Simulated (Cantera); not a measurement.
An isothermal, constant-pressure homogeneous reactor starts with H2 : O2 : N2 = 0.13 : 1 : 1.4 (molar parts), at 1175 K and 0.0263 atm.

Detailed kinetics in Cantera: the H2/O2 subset of GRI-Mech 3.0, which has no nitrogen chemistry. Radical loss at walls, strong at low pressure, is not modelled. The temperature is held fixed by assumption; the heat of reaction is taken as removed at once.

x: mole fraction; the columns are a selection and need not sum to one.

```
t (s)         x H2   x O2      x OH       x O     x HO2    x H2O2
--------  --------  -----  --------  --------  --------  --------
2.00e-6     0.0514  0.395    <1e-12    <1e-12  4.60e-11    <1e-12
1.00e-5     0.0514  0.395  1.72e-11  1.81e-11  2.31e-10    <1e-12
5.02e-5     0.0514  0.395  2.97e-10  3.70e-10       ___    <1e-12
0.000252    0.0514  0.395   6.07e-9   9.78e-9       ___  4.86e-12
0.00126     0.0511  0.395   6.89e-5  0.000115       ___   1.19e-9
0.00632    0.00130  0.366   0.00244    0.0183       ___   1.39e-7
0.0317    0.000301  0.376   0.00117   0.00390       ___   1.45e-7
0.159      1.53e-5  0.379  0.000264  0.000199       ___   5.64e-8
0.796      9.03e-7  0.379   6.56e-5   1.22e-5       ___   1.05e-8
3.99       9.75e-8  0.379   2.19e-5   1.35e-6       ___   1.82e-9
20.0       1.53e-8  0.379   8.71e-6   2.15e-7       ___  3.48e-10
```

**Question.** Fill in the missing entries.

**Answer.** 
- 5.02e-5, x HO2: 1.16e-9
- 0.000252, x HO2: 5.89e-9
- 0.00126, x HO2: 1.15e-6
- 0.00632, x HO2: 4.22e-6
- 0.0317, x HO2: 3.04e-6
- 0.159, x HO2: 6.41e-7
- 0.796, x HO2: 6.46e-8
- 3.99, x HO2: 9.03e-9
- 20.0, x HO2: 3.58e-9
